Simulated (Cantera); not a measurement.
An isothermal, constant-pressure homogeneous reactor starts with C2H6 : N2 = 1 : 9.2 (molar parts), at 1625 K and 0.133 bar. Integrator tolerance rtol = 1e-08.

Computed with Cantera and GRI-Mech 3.0 (53 species, 325 reactions). GRI-Mech 3.0 stops at C3 and has no aromatics, soot or wall deposition, so with more carbon than oxygen in the feed, carbon stays in small species such as C2H2 where larger ones or solid carbon would form.

```csv
quantity,before,after
x(C2H6) at 4.00 s,9.26e-8 (gas-phase equilibrium 5.63e-9),0.00545 (gas-phase equilibrium 6.70e-5)
x(H) at 4.00 s,7.64e-5 (gas-phase equilibrium 7.86e-5),2.65e-7 (gas-phase equilibrium 3.83e-9)
x(CH2) at 4.00 s,9.25e-9 (gas-phase equilibrium 1.87e-9),<1e-12 (gas-phase equilibrium <1e-12)
x(C2H2) at 4.00 s,0.0809 (gas-phase equilibrium 0.0372),0.00472 (gas-phase equilibrium 0.0163)
x(C2H4) at 4.00 s,0.000156 (gas-phase equilibrium 7.21e-5),0.0763 (gas-phase equilibrium 0.0128)
```

Q: Name the change that produced these shifts.
A. pressure from 0.133 bar to 0.000790 bar
B. temperature 1625 to 1048 K
C. temperature 1625 to 2000 K
D. temperature 1625 to 1025 K

A: B, temperature 1625 to 1048 K
